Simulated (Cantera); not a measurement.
Source: NASA polynomial tables (part measured, part estimated), evaluated in Cantera. Values are per mole of reaction as written; species without (g) are pure solids or liquids, kept so even where they would boil at 1 bar.

Task: Between 300 and 1275 K, where is each reaction favourable under standard conditions?
- Si3N4 + 6 Br2(g) ⇌ 3 SiBr4(g) + 2 N2(g)

Result: 
- Si3N4 + 6 Br2(g) ⇌ 3 SiBr4(g) + 2 N2(g): ΔG° is -668 kJ at 300 K and -626 kJ at 1275 K; it stays negative (K > 1). ΔH° is -675 kJ and ΔS° -39 J/K at 1275 K.
